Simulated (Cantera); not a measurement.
An adiabatic, constant-pressure homogeneous reactor starts with CO : H₂ : O₂ : N₂ : H₂O = 1 : 0.048 : 0.771 : 2.9 : 0.16 (molar parts), equivalence ratio 0.68, at 1150 K and 100000 Pa.

Model: GRI-Mech 3.0 (53 species, 325 reactions), integrated in Cantera.

One state of this run: T (K) = 1955; x CO = 0.0746; x H₂ = 0.00352; x O₂ = 0.0822; x H₂O = 0.0313; x NO = 3.57e-5; x H₂O₂ = 2.00e-7; x HO₂ = 1.01e-5. x: mole fraction; the columns are a selection and need not sum to one.

Problem. Which value of t (s) does it belong to?
A) 0.00117
B) 0.000108
C) 0.000356
D) 3.27e-5

Solution. C, 0.000356
